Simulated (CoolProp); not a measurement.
Vapour-liquid equilibrium of R113 (1) + n-hexane (2) at 0.0198 MPa; x and y are mole fractions of (1).

The numbers come from the multi-fluid Helmholtz-energy mixture model, Marx 1992 and Thol 2019; pair parameters Bell 2016 in CoolProp.

| x | bubble temperature, mixture model (°C) | bubble temperature, Raoult's law (°C) | y, mixture model | y, Raoult's law |
|---|---|---|---|---|
| 0.05 | 22.3 | 23.2 | 0.140 | 0.105 |
| 0.2 | 17.1 | 19.5 | 0.416 | 0.363 |
| 0.35 | 13.7 | 16.2 | 0.582 | 0.554 |
| 0.5 | 11.2 | 13.4 | 0.700 | 0.700 |
| 0.65 | 9.2 | 10.8 | 0.795 | 0.814 |
| 0.8 | 7.6 | 8.5 | 0.882 | 0.905 |
| 0.95 | 6.2 | 6.5 | 0.969 | 0.979 |

The largest gap from Raoult's law is -2.5 K in bubble temperature, at x = 0.35. No azeotrope shows between x = 0.05 and 0.95.

The pair parameters rest on a limited set of measurements; away from them the model extrapolates.
